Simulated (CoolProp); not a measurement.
C3F8 (R218) at 298.15 K and 17.9 MPa flows at 20 m/s in a round tube of 6 mm bore and 15 µm roughness, fully developed (64/Re and Nu = 3.66 if laminar; Colebrook and Gnielinski if turbulent). Each further row changes one setting.

Computed with CoolProp (reference Helmholtz-energy equation of state, Lemmon 2006). It is a short technical equation, of lower accuracy than the large ones.

```json
[
 {"case": "as stated", "Reynolds number": "648000", "Darcy friction factor": "0.0251", "pressure drop (Pa/m)": "1240000", "heat-transfer coefficient (W/(m² K))": "40900", "mass flow (kg/h)": "3020"},
 {"case": "velocity 40 m/s", "Reynolds number": "1300000", "Darcy friction factor": "0.0250", "pressure drop (Pa/m)": "4940000", "heat-transfer coefficient (W/(m² K))": "81500", "mass flow (kg/h)": "6040"},
 {"case": "diameter 12 mm", "Reynolds number": "1300000", "Darcy friction factor": "0.0210", "pressure drop (Pa/m)": "518000", "heat-transfer coefficient (W/(m² K))": "35900", "mass flow (kg/h)": "12100"}
]
```

Viscosity comes from a separate model (Huber 2003), an estimate that may be off by 10 % or more. Thermal conductivity comes from a separate model (Huber 2003), an estimate that may be off by 10 % or more.
